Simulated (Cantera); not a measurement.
Input: 1 mol Pb, 21 mol N₂, equilibrated at 1450 K and 2.70 mbar.

Equilibrium computed with Cantera from the NASA thermochemical tables; the gas is ideal and each condensed phase is pure. Candidate condensed phases: Pb; 4 gas species. Equilibrium is a limit: real reactors are often held back by kinetics, nucleation or transport.

Base state: N₂ 0.955, Pb 0.0455 (mole fractions); condensed: gas only.

Question: What changes in the equilibrium state with this change: Pb replaced by HgO?

Answer: 
```json
[
 {"species": "N₂", "before": "0.955", "after": "0.933"},
 {"species": "Hg", "before": "0", "after": "0.0444"},
 {"species": "O₂", "before": "0", "after": "0.0221"},
 {"species": "Pb", "before": "0.0455", "after": "0"},
 {"species": "NO", "before": "0", "after": "0.000335"}
]
```
Further candidate phases: Hg, HgO.
